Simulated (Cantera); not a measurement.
An isothermal, constant-pressure homogeneous reactor starts with 13.0 % CH₄, 87.0 % H₂, at 1850 K and 128 Torr.

Model: GRI-Mech 3.0 (53 species, 325 reactions), integrated in Cantera. GRI-Mech 3.0 stops at C3 and has no aromatics, soot or wall deposition, so with more carbon than oxygen in the feed, carbon stays in small species such as C2H2 where larger ones or solid carbon would form.

x: mole fraction; the columns are a selection and need not sum to one.

```tsv
t (s)	x CH₄	x H₂	x CH₂	x C₂H₄	x H	x CH₃	x C₂H₂
0.000800	0.123	0.871	2.18e-6	0.000984	0.000901	0.00252	0.00103
0.00165	0.113	0.877	2.35e-6	0.00124	0.000984	0.00252	0.00523
0.00341	0.0963	0.886	2.13e-6	0.000952	0.00101	0.00218	0.0131
0.00706	0.0733	0.899	1.80e-6	0.000605	0.00105	0.00171	0.0238
0.0146	0.0483	0.914	1.36e-6	0.000337	0.00111	0.00117	0.0354
0.0301	0.0277	0.925	9.07e-7	0.000201	0.00117	0.000701	0.0449
0.0622	[?]	0.933	[?]	0.000158	0.00122	[?]	0.0510
0.129	0.00708	0.937	2.84e-7	0.000149	0.00125	0.000189	0.0543
0.266	[?]	0.939	[?]	0.000149	0.00127	[?]	0.0559
0.549	0.00203	0.940	8.72e-8	0.000150	0.00127	5.53e-5	0.0566
1.13	0.00155	0.940	6.69e-8	0.000151	0.00128	4.22e-5	0.0568
2.34	0.00149	0.940	6.43e-8	0.000151	0.00128	4.05e-5	0.0568
4.84	0.00149	0.940	6.42e-8	0.000151	0.00128	4.04e-5	0.0568
10.0	0.00149	0.940	6.42e-8	0.000151	0.00128	4.04e-5	0.0568
```

### Question
Fill in the missing entries.

### Answer

- 0.0622, x CH₄: 0.0143
- 0.0622, x CH₂: 5.31e-7
- 0.0622, x CH₃: 0.000375
- 0.266, x CH₄: 0.00356
- 0.266, x CH₂: 1.49e-7
- 0.266, x CH₃: 9.63e-5
